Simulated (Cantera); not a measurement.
What does this Cantera script print?

```python
import numpy as np
import cantera as ct

gas_names = """
    H H2 N NH NH2 NH3 N2 N2H2 N2H4 Si SiH SiH2 SiH3 SiH4 SiN Si2 Si2N Si3
""".split()
cond_names = """
    Si(cr) Si(L) Si3N4(a)
""".split()


def load(file, names, dense=False):
    # The tables refer to 1 bar. Condensed volumes are neglected.
    table = {s.name: s for s in ct.Species.list_from_file(file)}
    out = []
    for n in names:
        d = dict(table[n].input_data)
        d["thermo"] = dict(d["thermo"], **{"reference-pressure": 1e5})
        if dense:
            d["equation-of-state"] = {"model": "constant-volume", "density": "1e6 g/cm^3"}
        out.append(ct.Species.from_dict(d))
    return out


gas = ct.Solution(thermo="ideal-gas", species=load("nasa_gas.yaml", gas_names))
cond = {s.name: ct.Solution(thermo="fixed-stoichiometry", species=[s], name=s.name)
        for s in load("nasa_condensed.yaml", cond_names, dense=True)}
atoms = {
    'SiH4': {'Si': 1, 'H': 4},
    'N2': {'N': 2},
    'H2': {'H': 2},
}
top_T = {'Si3N4(a)': 2400}  # K; cautious upper limits of use, not melting points


def equilibrate(T, P, feed):
    n = {}
    for name, mol in feed.items():
        for a, k in atoms[name].items():
            n[a] = n.get(a, 0.0) + k * mol
    gas.TPX = T, P, n
    mass = sum(n.values()) * gas.mean_molecular_weight
    gas.equilibrate("TP")
    valid = [c for c in cond.values() if c.min_temp <= T <= top_T.get(c.name, c.max_temp)]
    mix = ct.Mixture([(gas, mass / gas.mean_molecular_weight)] + [(c, 0.0) for c in valid])
    mix.T, mix.P = T, P
    mix.equilibrate("TP", solver="vcs", rtol=1e-11, max_steps=5000)
    return mix


results = []
feed = {'SiH4': 1, 'N2': 1.2, 'H2': 9}  # mol
P = 1000  # Pa
for T in [875, 975, 1075, 1175, 1275, 1375, 1475, 1575, 1675, 1775, 1875, 1975, 2075]:
    mix = equilibrate(T, P, feed)
    results.append((T, P, feed, dict(zip(mix.species_names, mix.species_moles))))

top = {s: max(r[3][s] / sum(r[3][g] for g in gas_names) for r in results) for s in gas_names}
cols = sorted((s for s in top if top[s] > 1e-05), key=lambda s: -top[s])[:9]
seen = [c for c in cond_names if any(r[3].get(c, 0) > 1e-12 for r in results)]
print("log10 of partial pressures in bar; condensed amounts in mol")
print(f"{'T/K':>10s}" + "".join(f"{s[:9]:>10s}" for s in cols + seen))
for T, P, feed, n in results:
    ng = sum(n[g] for g in gas_names)
    print(f"{T:10.4g}" + "".join(f"{np.log10(max(n[s] / ng * P / 1e5, 1e-99)):10.3f}" for s in cols)
          + "".join(f"{n.get(c, 0):10.4g}" for c in seen))
```

It prints:

```
log10 of partial pressures in bar; condensed amounts in mol
       T/K        H2        N2         H        Si       SiH      SiH2       Si2      Si2N       SiN    Si(cr)     Si(L)  Si3N4(a)
       875    -2.021    -3.335   -11.310   -25.921   -24.520   -20.677   -39.008   -32.744   -25.500         0         0    0.3333
       975    -2.021    -3.335    -9.952   -21.652   -20.718   -17.673   -32.380   -27.286   -21.718         0         0    0.3333
      1075    -2.021    -3.335    -8.844   -18.182   -17.629   -15.230   -26.994   -22.852   -18.644         0         0    0.3333
      1175    -2.021    -3.335    -7.922   -15.308   -15.071   -13.205   -22.533   -19.182   -16.099         0         0    0.3333
      1275    -2.021    -3.335    -7.143   -12.888   -12.919   -11.501   -18.780   -16.095   -13.957         0         0    0.3333
      1375    -2.021    -3.335    -6.475   -10.825   -11.085   -10.046   -15.580   -13.464   -12.131         0         0    0.3333
      1475    -2.021    -3.335    -5.897    -9.045    -9.503    -8.792   -12.821   -11.197   -10.556         0         0    0.3333
      1575    -2.021    -3.335    -5.392    -7.494    -8.126    -7.699   -10.419    -9.224    -9.185         0         0    0.3333
      1675    -2.045    -3.007    -4.958    -6.363    -7.160    -6.995    -8.772    -7.791    -8.048    0.9992         0         0
      1775    -2.046    -3.008    -4.562    -5.659    -6.593    -6.648    -7.911    -7.265    -7.484         0    0.9965         0
      1875    -2.048    -3.009    -4.208    -5.043    -6.100    -6.352    -7.168    -6.822    -6.994         0    0.9867         0
      1975    -2.053    -3.012    -3.890    -4.490    -5.659    -6.089    -6.501    -6.426    -6.554         0    0.9542         0
      2075    -2.061    -3.018    -3.605    -3.992    -5.265    -5.857    -5.901    -6.071    -6.160         0    0.8572         0
```

Method: chemical equilibrium by Gibbs-energy minimisation in Cantera with the NASA 1993 tables (ideal gas, pure condensed phases). N2 is the only nitrogen source here; it is nearly inert below about 1500 K, so the nitride shown seldom forms there in practice. The tables' values for SiN are old estimates; treat these amounts as uncertain. Gases not in the tables: Si2H6 and higher silanes.
